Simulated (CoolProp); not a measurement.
Vapour-liquid equilibrium of n-heptane (1) + m-xylene (2) at 194.95 °C; x and y are mole fractions of (1).

Computed with CoolProp (multi-fluid Helmholtz-energy mixture model, Span 2003 and Zhou 2012; pair parameters Bell 2016).

| x | bubble pressure, mixture model (MPa) | bubble pressure, Raoult's law (MPa) | y, mixture model | y, Raoult's law |
|---|---|---|---|---|
| 0.05 | 0.4038 | 0.3967 | … | 0.113 |
| 0.125 | 0.4508 | 0.4363 | 0.259 | 0.257 |
| 0.2 | 0.4949 | 0.4758 | … | 0.377 |
| 0.275 | 0.5365 | 0.5154 | 0.461 | 0.479 |
| 0.35 | 0.5763 | 0.5550 | 0.539 | 0.566 |
| 0.425 | 0.6147 | 0.5946 | 0.607 | 0.642 |
| 0.5 | 0.6522 | 0.6342 | 0.669 | 0.708 |
| 0.575 | 0.6891 | 0.6738 | 0.726 | 0.766 |
| 0.65 | 0.7256 | 0.7133 | 0.779 | 0.818 |
| 0.725 | 0.7620 | 0.7529 | 0.829 | 0.865 |
| 0.8 | … | 0.7925 | 0.877 | 0.907 |
| 0.875 | … | 0.8321 | … | 0.944 |
| 0.95 | … | 0.8717 | 0.970 | 0.979 |

Q: Some entries are withheld; supply them.

A: 
- 0.05, y, mixture model: 0.119
- 0.2, y, mixture model: 0.370
- 0.8, bubble pressure, mixture model (MPa): 0.7986
- 0.875, bubble pressure, mixture model (MPa): 0.8355
- 0.875, y, mixture model: 0.924
- 0.95, bubble pressure, mixture model (MPa): 0.8728

The largest gap from Raoult's law is +4.1 % in bubble pressure, at x = 0.275. No azeotrope shows between x = 0.05 and 0.95.

Pair parameters are fitted to limited data, so mixtures are less certain than the pure fluids.
